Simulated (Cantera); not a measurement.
A closed system holds: 1 mol BN, a varied amount of H₂, equilibrated at 0.0133 bar.

Cantera equilibrium calculation (NASA polynomials, part measured and part estimated; ideal gas, pure solids and liquids). Candidate condensed phases: B, BN; 15 gas species. Mutual solubility and eutectic melting of coexisting phases are not modelled. Kinetics and transport are ignored.

Q: What condenses at these points (T in K, n(H₂) in mol): (2750, 0.48); (2350, 1.8); (2150, 0.18); (2150, 0.48); (2850, 4.7); (1850, 3.4)?

A: 
```json
[
 {"T (K)": "2750", "n(H₂) in mol": "0.48", "condensed phases": "B", "B condensed (%)": "92.5"},
 {"T (K)": "2350", "n(H₂) in mol": "1.8", "condensed phases": "B", "B condensed (%)": "99.2"},
 {"T (K)": "2150", "n(H₂) in mol": "0.18", "condensed phases": "B + BN", "B condensed (%)": "100.0"},
 {"T (K)": "2150", "n(H₂) in mol": "0.48", "condensed phases": "B + BN", "B condensed (%)": "99.9"},
 {"T (K)": "2850", "n(H₂) in mol": "4.7", "condensed phases": "gas only", "B condensed (%)": "0.0"},
 {"T (K)": "1850", "n(H₂) in mol": "3.4", "condensed phases": "B + BN", "B condensed (%)": "99.9"}
]
```
